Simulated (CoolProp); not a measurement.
Saturation properties of tetrahydrofuran (Tc = 540.2 K, pc = 53.04 bar, ω = 0.234).

The numbers come from the reference Helmholtz-energy equation of state, Fiedler 2023 in CoolProp.

```csv
T (K),p (bar),vapour density (kg/m³),liquid cp (kJ/(kg K))
339.9,…,2.734,1.888
353.4,1.577,4.028,1.945
366.9,2.308,5.754,…
380.4,3.276,…,2.066
393.9,4.525,10.88,2.131
407.4,6.104,14.52,2.198
420.9,8.064,19.07,2.271
434.4,10.46,24.72,2.349
447.9,13.35,31.75,2.437
461.4,16.79,40.50,2.539
474.9,20.86,51.53,2.665
```

Q: Some entries are withheld; supply them.

A: 
- 339.9, p (bar): 1.041
- 366.9, liquid cp (kJ/(kg K)): 2.005
- 380.4, vapour density (kg/m³): 8.003

It boils at 339.1 K under 1 atm.
